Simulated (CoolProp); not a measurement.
Hexamethyldisiloxane (MM) along the isobar 972 kPa: Z from the reference equation and from simpler models built on Tc = 518.7 K, pc = 1931 kPa, ω = 0.418; each cubic takes its own stable root.

Computed with CoolProp (reference Helmholtz-energy equation of state, Thol 2016).

```csv
T (K),phase,reference,van der Waals,Redlich-Kwong
223.3,liquid,0.1015,0.1710,0.1152
233.2,liquid,0.09839,0.1653,0.1114
243.1,liquid,0.09554,0.1601,0.1080
253,liquid,0.09294,0.1553,0.1049
262.9,liquid,0.09056,0.1510,0.1021
272.7,liquid,0.08842,0.1470,0.09960
282.6,liquid,0.08643,0.1434,0.09731
292.5,liquid,0.08462,0.1401,0.09525
302.4,liquid,0.08297,0.1371,0.09340
312.3,liquid,0.08146,0.1344,0.09174
322.2,liquid,0.08009,0.1320,0.09027
```
